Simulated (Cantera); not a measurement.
Source: NASA polynomial tables (part measured, part estimated), evaluated in Cantera. Values are per mole of reaction as written; species without (g) are pure solids or liquids, kept so even where they would boil at 1 bar.

Question: Between 623 and 1423 K, where is each reaction favourable under standard conditions?
- Cs(g) + O(g) + H(g) ⇌ CsOH

Answer: 
- Cs(g) + O(g) + H(g) ⇌ CsOH: ΔG° is -745 kJ at 623 K and -497 kJ at 1423 K; it stays negative (K > 1). ΔH° is -928 kJ and ΔS° -303 J/K at 1423 K.
